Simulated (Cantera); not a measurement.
A freely propagating, adiabatic, planar premixed flame of 8.87 % CO, 9.76 % H2, 5.68 % CH4, 15.9 % O2, 59.8 % N2, equivalence ratio 1.3, unburnt at 400 K and 1.48 atm; multicomponent transport, grid criteria slope 0.08 and curve 0.16, no radiation.

Detailed kinetics in Cantera: GRI-Mech 3.0 (53 species, 325 reactions). Burning velocities carry a grid error of a few per cent, more on coarse grids.

x: mole fraction of selected species; z is measured from the peak of heat release.

```json
[
 {"z (mm)": "-0.568", "T (K)": "400", "u (m/s)": "1.23", "x CO": "0.0888", "x H2": "0.0973", "x CH4": "0.0568", "x H2O": "1.14e-6", "x OH": "<1e-8", "x CH3": "<1e-8"},
 {"z (mm)": "-0.379", "T (K)": "400", "u (m/s)": "1.23", "x CO": "0.0889", "x H2": "0.0961", "x CH4": "0.0569", "x H2O": "2.74e-5", "x OH": "<1e-8", "x CH3": "<1e-8"},
 {"z (mm)": "-0.284", "T (K)": "403", "u (m/s)": "1.23", "x CO": "0.0891", "x H2": "0.0940", "x CH4": "0.0570", "x H2O": "0.000189", "x OH": "<1e-8", "x CH3": "2.14e-8"},
 {"z (mm)": "-0.189", "T (K)": "429", "u (m/s)": "1.30", "x CO": "0.0896", "x H2": "0.0878", "x CH4": "0.0569", "x H2O": "0.00226", "x OH": "1.90e-7", "x CH3": "5.32e-7"},
 {"z (mm)": "-0.0947", "T (K)": "(withheld)", "u (m/s)": "2.39", "x CO": "0.0926", "x H2": "0.0716", "x CH4": "0.0480", "x H2O": "0.0349", "x OH": "0.000141", "x CH3": "0.000111"},
 {"z (mm)": "-0.0473", "T (K)": "(withheld)", "u (m/s)": "3.73", "x CO": "0.0992", "x H2": "0.0616", "x CH4": "0.0308", "x H2O": "0.0793", "x OH": "0.000517", "x CH3": "0.000964"},
 {"z (mm)": "0", "T (K)": "(withheld)", "u (m/s)": "4.99", "x CO": "0.107", "x H2": "0.0504", "x CH4": "0.00961", "x H2O": "0.129", "x OH": "0.00240", "x CH3": "0.00177"},
 {"z (mm)": "0.0473", "T (K)": "1840", "u (m/s)": "5.59", "x CO": "0.103", "x H2": "0.0391", "x CH4": "0.00121", "x H2O": "0.158", "x OH": "0.00566", "x CH3": "0.000479"},
 {"z (mm)": "0.0947", "T (K)": "1910", "u (m/s)": "5.78", "x CO": "0.0930", "x H2": "0.0333", "x CH4": "8.76e-5", "x H2O": "0.167", "x OH": "0.00768", "x CH3": "4.64e-5"},
 {"z (mm)": "0.189", "T (K)": "1974", "u (m/s)": "5.93", "x CO": "0.0801", "x H2": "0.0322", "x CH4": "4.42e-7", "x H2O": "0.169", "x OH": "0.00846", "x CH3": "3.03e-7"},
 {"z (mm)": "0.379", "T (K)": "2045", "u (m/s)": "6.10", "x CO": "0.0734", "x H2": "0.0329", "x CH4": "<1e-8", "x H2O": "0.170", "x OH": "0.00806", "x CH3": "<1e-8"},
 {"z (mm)": "0.758", "T (K)": "2121", "u (m/s)": "6.30", "x CO": "0.0720", "x H2": "0.0320", "x CH4": "<1e-8", "x H2O": "0.175", "x OH": "0.00706", "x CH3": "<1e-8"},
 {"z (mm)": "1.52", "T (K)": "2188", "u (m/s)": "6.47", "x CO": "0.0713", "x H2": "0.0308", "x CH4": "<1e-8", "x H2O": "0.181", "x OH": "0.00556", "x CH3": "<1e-8"}
]
```

### Question
Some entries are withheld; supply them.

### Answer

- -0.0947, T (K): 790
- -0.0473, T (K): 1229
- 0, T (K): 1641
